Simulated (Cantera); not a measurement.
Mixture: 9.02 % CH3OH, 12.3 % O2, 78.7 % N2, at 101000 Pa, adiabatic and at constant pressure. Ignition delay is the time to a rise of 400 K.

Computed with Cantera and GRI-Mech 3.0 (53 species, 325 reactions). GRI-Mech 3.0 was tuned for natural gas; its chemistry of methanol as a main component is partial and can be far from experiment.

Question: Predict: delay at 1198 K; delay at 1298 K; delay at 1398 K; delay at 1498 K; delay at 1598 K; delay at 1698 K; apparent activation energy between 1498 and 1698 K.

Answer: 
* **delay at 1198 K**: 11.0 ms
* **delay at 1298 K**: 2.47 ms
* **delay at 1398 K**: 0.732 ms
* **delay at 1498 K**: 0.272 ms
* **delay at 1598 K**: 0.121 ms
* **delay at 1698 K**: 63.0 µs
* **apparent activation energy between 1498 and 1698 K**: 150 kJ/mol
